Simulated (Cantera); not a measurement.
Charge: 1 mol NH3, 0.4 mol H2, 1.5 mol N2, at 1725 K and 0.460 bar.

Cantera equilibrium calculation (NASA polynomials, part measured and part estimated; ideal gas, pure solids and liquids). Kinetics and transport are ignored.

**Question.** What is the equilibrium state?

**Answer.** 
| Property | Value |
|---|---|
| x(N2) | 0.513 |
| x(H2) | 0.487 |
| x(H) | 0.000191 |
| x(NH3) | 3.85e-6 |
| gas amount | 3.900 mol |
